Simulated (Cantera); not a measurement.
Feed: 1 mol ZrO₂, 88 mol H₂, 0.7 mol H₂O, held at 2100 Pa.

These are equilibrium values from Cantera (NASA tables, ideal gas, pure condensed phases), not measurements of a reactor. Candidate condensed phases: H₂O, Zr, ZrO₂; 12 gas species. Rates play no part. All values below are at 1698 K.

Base state: H₂ 0.991, H₂O 0.00789, H 0.000993 (mole fractions); condensed: ZrO₂(tetragonal).

Q: What changes in the equilibrium state with this change: ZrO₂ replaced by Fe₃O₄?

A: 
| species | before | after |
|---|---|---|
| H₂ | 0.991 | 0.946 |
| H₂O | 0.00789 | 0.0529 |
| H | 0.000993 | 0.000970 |
| Fe | 0 | 0.000290 |
| ZrO₂(tetragonal), mol | 1.00 | 0 |
| Fe(δ), mol | 0 | 2.97 |
Further candidate phases: Fe, FeO, Fe(OH)₂, Fe(OH)₃, Fe₂O₃, Fe₃O₄.
